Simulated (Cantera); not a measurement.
Input: 1 mol SiC, 2.9 mol N2O, 1.2 mol N2, equilibrated at 675 Torr.

Equilibrium computed with Cantera from the NASA thermochemical tables; the gas is ideal and each condensed phase is pure. Candidate condensed phases: C, Si, SiC, SiO2, Si2N2O, Si3N4; 34 gas species. Mutual solubility and eutectic melting of coexisting phases are not modelled. The tables hold silica as quartz up to 1696 K and as liquid above; real silica turns to tridymite and cristobalite and melts near 1996 K. Equilibrium is a limit: real reactors are often held back by kinetics, nucleation or transport.

Q: Which condensed phases are stable at each of these points (T (K)): 1375, 1425, 1475, 1525, 1575, 1625, 1675, 1725, 1775, 1825, 1875, 1925, 1975, 2025?

A: 
```tsv
T (K)	condensed phases	Si condensed (%)
1375	C(graphite) + SiO2(β-quartz)	100.0
1425	SiO2(β-quartz) + Si2N2O(s)	100.0
1475	SiO2(β-quartz) + Si2N2O(s)	100.0
1525	SiO2(β-quartz) + Si2N2O(s)	100.0
1575	SiO2(β-quartz) + Si2N2O(s)	100.0
1625	SiO2(β-quartz) + Si2N2O(s)	100.0
1675	SiO2(β-quartz) + Si2N2O(s)	99.9
1725	SiO2(condensed) + Si2N2O(s)	99.7
1775	SiO2(condensed) + Si2N2O(s)	99.3
1825	SiO2(condensed) + Si2N2O(s)	98.3
1875	SiO2(condensed) + Si2N2O(s)	95.9
1925	SiO2(condensed) + Si2N2O(s)	90.6
1975	SiO2(condensed)	89.9
2025	SiO2(l)	89.9
```

At 1375 K the condensed part is C(graphite) + SiO2(β-quartz). From 1425 K to 1675 K the condensed part is SiO2(β-quartz) + Si2N2O(s). From 1725 K to 1925 K the condensed part is SiO2(condensed) + Si2N2O(s). At 1975 K the condensed part is SiO2(condensed). At 2025 K the condensed part is SiO2(l).
